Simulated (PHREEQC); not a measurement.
Consider water at 26 °C with 0.016 mol/kgw ZnSO4, 0.00052 mol/kgw Na2SO4 and 0.025 mol/kgw MnSO4. Closed to the air; pH follows from the charge balance.

Computed with PHREEQC (ion-association model, phreeqc.dat).

Task: The ionic strength comes out as 0.0967 mol/kgw. What activity coefficients do HSO4-, H+, ZnOH+, SO4-2, Na+ get?

Result: HSO4- 0.78, H+ 0.83, ZnOH+ 0.78, SO4-2 0.38, Na+ 0.79.

This is a speciation only: nothing precipitates in the calculation. Species that the database lacks are ignored.
